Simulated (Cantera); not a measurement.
Predominance diagram of Ta at 552 °C against the partial pressures of O2 and CO (log10, bar). Standard-state values (1 bar) from the NASA 1993 polynomials, evaluated with Cantera. Candidates: Ta(s), TaC(s), Ta2O5(s). Only these pure phases compete in this equilibrium. TaC: taken at fixed stoichiometry. Not in the tables: Ta2C.

Task: Which phase is stable at these pairs, and which metal-bearing vapour leads over it? (-36.9, -23.9); (-21.5, -7.3); (-21.5, -23.9); (-24.6, -13.5); (-18.5, -17.7); (-36.9, -19.8); (-21.5, -19.8)

Result: 
| log p(O2) | log p(CO) | phase | chief vapour | log p (bar) |
|---|---|---|---|---|
| -36.9 | -23.9 | Ta2O5(s) | TaO2 | -29.6 |
| -21.5 | -7.3 | Ta2O5(s) | TaO2 | -33.5 |
| -21.5 | -23.9 | Ta2O5(s) | TaO2 | -33.5 |
| -24.6 | -13.5 | Ta2O5(s) | TaO2 | -32.7 |
| -18.5 | -17.7 | Ta2O5(s) | TaO2 | -34.2 |
| -36.9 | -19.8 | Ta2O5(s) | TaO2 | -29.6 |
| -21.5 | -19.8 | Ta2O5(s) | TaO2 | -33.5 |
